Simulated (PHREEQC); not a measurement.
Metal-bearing waste water: speciation

A solution holds 0.089 mol/kgw Pb(NO3)2, 0.0085 mol/kgw NaF and 4e-05 mol/kgw NaCl, at 25 °C. Closed to the air; pH follows from the charge balance.

The numbers come from PHREEQC with the ion-association model, wateq4f.dat.

No solid was allowed to form.

Problem. What pH, ionic strength does the model give?

Solution. pH 4.78; ionic strength 0.205 mol/kgw.

Problem. In which forms is Cl present?

Solution. Cl- 61 %, PbCl+ 39 % of the Cl.

Saturation is exceeded, for instance for PbF2, Matlockite; the values hold only as long as no solid forms. Complexes and solids missing from the database can't appear.
